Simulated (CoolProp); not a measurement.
Values from CoolProp's reference Helmholtz-energy equation of state, Thol 2019.

**Question.** For tetradecamethylhexasiloxane (MD4M), give the phase and the Z, Joule-Thomson coefficient (K/MPa), fugacity coefficient at 352.4 K and 0.101 MPa; 425.1 K and 0.101 MPa.

**Answer.** 
- 352.4 K and 0.101 MPa: liquid; Z 0.0190, Joule-Thomson coefficient -0.384, fugacity coefficient 0.000817
- 425.1 K and 0.101 MPa: liquid; Z 0.0172, Joule-Thomson coefficient -0.280, fugacity coefficient 0.0398
